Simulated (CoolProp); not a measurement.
The fluid at 399.6 K and 14.7 MPa flows at 0.6 m/s in a round tube of 12.7 mm bore and 0.25 µm roughness, fully developed (64/Re and Nu = 3.66 if laminar; Colebrook and Gnielinski if turbulent). The same conditions are run with several fluids, on thermodynamics alone (safety and materials aside).

The numbers come from the reference Helmholtz-energy equation of state of each fluid (ammonia: Gao 2020; R142b: Lemmon 2006; m-xylene: Zhou 2012; n-pentane: Thol 2019; R141b: Lemmon 2006) in CoolProp.

Task: Rank ammonia, R142b, m-xylene, n-pentane, R141b by Reynolds number, highest first.

Result: R142b (60400), ammonia (58800), n-pentane (45400), R141b (42900), m-xylene (21800)

```json
[
 {"fluid": "ammonia", "Darcy friction factor": "0.0202", "pressure drop (Pa/m)": "118", "heat-transfer coefficient (W/(m² K))": "3820", "mass flow (kg/h)": "112"},
 {"fluid": "R142b", "Darcy friction factor": "0.0201", "pressure drop (Pa/m)": "261", "heat-transfer coefficient (W/(m² K))": "1250", "mass flow (kg/h)": "250"},
 {"fluid": "m-xylene", "Darcy friction factor": "0.0254", "pressure drop (Pa/m)": "283", "heat-transfer coefficient (W/(m² K))": "1220", "mass flow (kg/h)": "215"},
 {"fluid": "n-pentane", "Darcy friction factor": "0.0214", "pressure drop (Pa/m)": "165", "heat-transfer coefficient (W/(m² K))": "1450", "mass flow (kg/h)": "149"},
 {"fluid": "R141b", "Darcy friction factor": "0.0217", "pressure drop (Pa/m)": "330", "heat-transfer coefficient (W/(m² K))": "1210", "mass flow (kg/h)": "294"}
]
```

Transport values come from each fluid's own correlations; those of R142b, n-pentane, R141b are estimates that may be off by 10 % or more.
